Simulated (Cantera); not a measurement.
**Low-pressure radical oxidation in H2/O2**

An isothermal, constant-pressure homogeneous reactor starts with H2 : O2 = 0.029 : 1 (molar parts), equivalence ratio 0.015, at 1225 K and 0.00188 atm.

Detailed kinetics in Cantera: GRI-Mech 3.0 (53 species, 325 reactions). Radical loss at walls, strong at low pressure, is not modelled.

| t (s) | x H2 | x O2 | x HO2 | x H2O2 | x H | x OH | x O |
|---|---|---|---|---|---|---|---|
| 1.00e-6 | 0.0282 | 0.972 | 5.70e-12 | <1e-12 | 5.68e-12 | <1e-12 | <1e-12 |
| 3.55e-6 | 0.0282 | 0.972 | 2.02e-11 | <1e-12 | 2.01e-11 | <1e-12 | <1e-12 |
| 1.26e-5 | 0.0282 | 0.972 | 7.18e-11 | <1e-12 | 7.01e-11 | 1.65e-12 | 1.65e-12 |
| 4.47e-5 | 0.0282 | 0.972 | 2.55e-10 | <1e-12 | 2.35e-10 | 1.99e-11 | 2.01e-11 |
| 0.000159 | 0.0282 | 0.972 | 9.04e-10 | <1e-12 | 6.99e-10 | 2.14e-10 | 2.21e-10 |
| 0.000563 | 0.0282 | 0.972 | 3.21e-9 | <1e-12 | 1.73e-9 | 1.76e-9 | 1.97e-9 |
| 0.00200 | 0.0282 | 0.972 | 1.14e-8 | 4.55e-12 | 6.42e-9 | 1.35e-8 | 1.78e-8 |
| 0.00710 | 0.0282 | 0.972 | 4.07e-8 | 5.60e-11 | 2.49e-7 | 6.21e-7 | 8.91e-7 |
| 0.0252 | 0.00479 | 0.953 | 3.82e-7 | 2.45e-8 | 0.00416 | 0.00435 | 0.0149 |
| 0.0894 | 0.000296 | 0.947 | 2.90e-7 | 7.04e-9 | 0.00285 | 0.00224 | 0.0219 |
| 0.317 | 0.000279 | 0.949 | 2.85e-7 | 7.06e-9 | 0.00260 | 0.00218 | 0.0205 |
| 1.13 | 0.000228 | 0.953 | 2.66e-7 | 7.06e-9 | 0.00188 | 0.00197 | 0.0165 |
| 4.00 | 0.000122 | 0.962 | 2.09e-7 | 6.71e-9 | 0.000713 | 0.00145 | 0.00856 |
x: mole fraction; the columns are a selection and need not sum to one.

Equilibrium at this temperature and pressure: H2 1.42e-8, O2 0.971, HO2 6.20e-9, H2O2 3.66e-11, H 8.56e-10, OH 1.57e-5, O 9.58e-7 (gas phase only).
